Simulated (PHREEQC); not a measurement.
Solution (34 °C): 5.1 mmol/kgw ZnCl2. Closed to the air; pH follows from the charge balance.

Computed with PHREEQC (ion-association model, phreeqc.dat).

Task: The ionic strength comes out as 0.0150 mol/kgw. What activity coefficients do Cl-, ZnOH+, ZnCl+, H+, Zn+2 get?

Result: Cl- 0.88, ZnOH+ 0.88, ZnCl+ 0.88, H+ 0.90, Zn+2 0.61.

This is a speciation only: nothing precipitates in the calculation.
